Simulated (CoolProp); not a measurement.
Properties of dimethyl carbonate at several states (Tc = 283.9 °C, pc = 4.909 MPa, ω = 0.346).

Values from CoolProp's reference Helmholtz-energy equation of state, Zhou 2011.

| T (°C) | p (MPa) | phase | density (kg/m³) | cp (kJ/(kg K)) | isothermal compressibility (1/MPa) |
|---|---|---|---|---|---|
| 58.15 | 24.2 | liquid | (withheld) | (withheld) | (withheld) |
| 316.65 | 1.31 | gas | 26.15 | (withheld) | (withheld) |
| 288.35 | 0.0255 | gas | 0.4929 | (withheld) | 39.28 |
| 48.15 | 0.0104 | gas | 0.3522 | (withheld) | 96.58 |

**Question.** Fill in the missing entries.

**Answer.** 
- 58.15, density (kg/m³): 1044
- 58.15, cp (kJ/(kg K)): 1.856
- 58.15, isothermal compressibility (1/MPa): 0.0009181
- 316.65, cp (kJ/(kg K)): 1.899
- 316.65, isothermal compressibility (1/MPa): 0.8326
- 288.35, cp (kJ/(kg K)): 1.795
- 48.15, cp (kJ/(kg K)): 1.244
